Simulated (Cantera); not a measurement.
**Ignition delay**

Mixture: 15.3 % CH4, 16.1 % O2, 60.6 % N2, 8.10 % CO2, equivalence ratio 1.9, at 101000 Pa, adiabatic and at constant volume. Ignition delay is the time to a rise of 400 K.

Detailed kinetics in Cantera: GRI-Mech 3.0 (53 species, 325 reactions).

```csv
T0 (K),delay (ms)
1250,35.2
1325,13.1
1400,5.16
1475,2.17
1550,0.982
```

The apparent activation energy between 1400 and 1550 K comes out as 200 kJ/mol.
